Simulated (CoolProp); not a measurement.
Saturation properties of R1234ze(E) (Tc = 382.5 K, pc = 3635 kPa, ω = 0.313).

Values from CoolProp's reference Helmholtz-energy equation of state, Thol 2016.

```csv
T (K),p (kPa),enthalpy of vaporisation (kJ/kg),liquid cp (kJ/(kg K)),surface tension (mN/m),liquid viscosity (µPa s)
215.1,12.69,216.9,1.233,25.2,601
227.8,27.39,210.1,1.245,21.6,484
240.4,53.39,203.3,1.261,18.6,399
253.1,96.66,196.2,1.280,16.1,334
265.8,163.8,188.7,1.303,13.8,282
278.5,262.6,180.7,1.331,11.8,239
291.1,400.5,172.1,1.364,9.92,205
303.8,589.4,162.5,1.405,8.15,175
316.5,838.7,151.9,1.459,6.50,150
329.2,1160,139.7,1.530,4.94,128
341.8,1562,125.5,1.635,3.49,109
354.5,2067,108.1,1.818,2.16,91.1
367.2,2688,85.15,2.264,0.998,74.4
```

It boils at 254.2 K under 1 atm.

Viscosity comes from a separate model (Bell 2016), an estimate that may be off by 10 % or more. Surface tension comes from a separate correlation (Mulero 2014).
